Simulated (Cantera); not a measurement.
## Transport properties of process gases

Gas mixture: 100 % O2, at 1000000 Pa, frozen composition.

Cantera's kinetic-theory transport with the Lennard-Jones parameters of GRI-Mech 3.0, ideal gas; thermal conductivity in the multicomponent form.

```json
[
 {"T (K)": "400", "ρ (kg/m³)": "9.62", "cp (J/kg/K)": "941.4", "μ (µPa s)": "25.6", "λ (mW/m/K)": "33.9", "Pr": "0.712", "D (cm²/s) C2H2": "0.0284", "D (cm²/s) NH3": "0.0390", "D (cm²/s) H2": "0.133"},
 {"T (K)": "600", "ρ (kg/m³)": "6.41", "cp (J/kg/K)": "1003", "μ (µPa s)": "34.1", "λ (mW/m/K)": "48.1", "Pr": "0.710", "D (cm²/s) C2H2": "0.0578", "D (cm²/s) NH3": "0.0823", "D (cm²/s) H2": "0.263"},
 {"T (K)": "800", "ρ (kg/m³)": "4.81", "cp (J/kg/K)": "1055", "μ (µPa s)": "41.4", "λ (mW/m/K)": "61.5", "Pr": "0.710", "D (cm²/s) C2H2": "0.0947", "D (cm²/s) NH3": "0.137", "D (cm²/s) H2": "0.425"},
 {"T (K)": "1000", "ρ (kg/m³)": "3.85", "cp (J/kg/K)": "1090", "μ (µPa s)": "47.9", "λ (mW/m/K)": "73.7", "Pr": "0.709", "D (cm²/s) C2H2": "0.138", "D (cm²/s) NH3": "0.202", "D (cm²/s) H2": "0.616"},
 {"T (K)": "1200", "ρ (kg/m³)": "3.21", "cp (J/kg/K)": "1114", "μ (µPa s)": "54.0", "λ (mW/m/K)": "84.9", "Pr": "0.708", "D (cm²/s) C2H2": "0.188", "D (cm²/s) NH3": "0.277", "D (cm²/s) H2": "0.834"},
 {"T (K)": "1400", "ρ (kg/m³)": "2.75", "cp (J/kg/K)": "1134", "μ (µPa s)": "59.7", "λ (mW/m/K)": "95.6", "Pr": "0.708", "D (cm²/s) C2H2": "0.243", "D (cm²/s) NH3": "0.359", "D (cm²/s) H2": "1.08"},
 {"T (K)": "1600", "ρ (kg/m³)": "2.41", "cp (J/kg/K)": "1151", "μ (µPa s)": "65.1", "λ (mW/m/K)": "106", "Pr": "0.708", "D (cm²/s) C2H2": "0.303", "D (cm²/s) NH3": "0.450", "D (cm²/s) H2": "1.34"}
]
```
D: mixture-averaged diffusion coefficient of that species in the mixture.
